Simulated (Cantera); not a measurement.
## Reactions in the system C-H

Cantera with NASA thermochemical tables; ideal gases at 1 bar, condensed phases pure. Values are per mole of reaction as written; species without (g) are pure solids or liquids, kept so even where they would boil at 1 bar.

3 C₂H₆(g) → 2 C₃H₈(g) + H₂(g)

| T (K) | ΔH° (kJ) | ΔS° (J/K) | ΔG° (kJ) | log10 K |
|---|---|---|---|---|
| 1223 | 56.8 | 8.0 | 47.1 | -2.01 |
| 1323 | 57.7 | 8.6 | 46.2 | -1.83 |
| 1423 | 58.4 | 9.2 | 45.3 | -1.66 |
| 1523 | 59.1 | 9.7 | 44.4 | -1.52 |
| 1623 | 59.7 | 10.1 | 43.4 | -1.40 |
| 1723 | 60.3 | 10.4 | 42.4 | -1.28 |
| 1823 | 60.8 | 10.7 | 41.3 | -1.18 |

2 C₆H₆(g) → 3 C₂H₄(g) + 6 C

```json
[
 {"T (K)": "1223", "ΔH° (kJ)": "-13.4", "ΔS° (J/K)": "150.2", "ΔG° (kJ)": "-197.0", "log10 K": "8.41"},
 {"T (K)": "1323", "ΔH° (kJ)": "-14.4", "ΔS° (J/K)": "149.4", "ΔG° (kJ)": "-212.0", "log10 K": "8.37"},
 {"T (K)": "1423", "ΔH° (kJ)": "-15.4", "ΔS° (J/K)": "148.6", "ΔG° (kJ)": "-226.9", "log10 K": "8.33"},
 {"T (K)": "1523", "ΔH° (kJ)": "-16.4", "ΔS° (J/K)": "147.9", "ΔG° (kJ)": "-241.7", "log10 K": "8.29"},
 {"T (K)": "1623", "ΔH° (kJ)": "-17.4", "ΔS° (J/K)": "147.3", "ΔG° (kJ)": "-256.5", "log10 K": "8.25"},
 {"T (K)": "1723", "ΔH° (kJ)": "-18.4", "ΔS° (J/K)": "146.7", "ΔG° (kJ)": "-271.2", "log10 K": "8.22"},
 {"T (K)": "1823", "ΔH° (kJ)": "-19.3", "ΔS° (J/K)": "146.2", "ΔG° (kJ)": "-285.8", "log10 K": "8.19"}
]
```
